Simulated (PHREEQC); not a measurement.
Dissolve 0.034 mol MgCl2, 0.0032 mol Na2SO4 and 0.013 mol NaCl per kg of water at 25 °C. Closed to the air; pH follows from the charge balance.

The numbers come from PHREEQC with the ion-association model, phreeqc.dat.

```json
{
 "ionic_strength": "0.118 mol/kgw",
 "specific_conductance": "8380 µS/cm",
 "density": "1.001 g/cm³"
}
```

```csv
species,molality,activity,log γ
Cl-,0.0810,0.0611,-0.122
Mg+2,0.0324,0.0126,-0.409
Na+,0.0193,0.0150,-0.110
MgSO4,0.00159,0.00163,0.012
SO4-2,0.00156,0.000550,-0.453
NaSO4-,5.32e-5,4.14e-5,-0.109
H+,2.87e-7,2.35e-7,-0.087
MgOH+,2.46e-7,1.95e-7,-0.101
OH-,5.74e-8,4.30e-8,-0.126
HSO4-,1.63e-8,1.26e-8,-0.112
```

This is a speciation only: nothing precipitates in the calculation. Complexes and solids missing from the database can't appear.
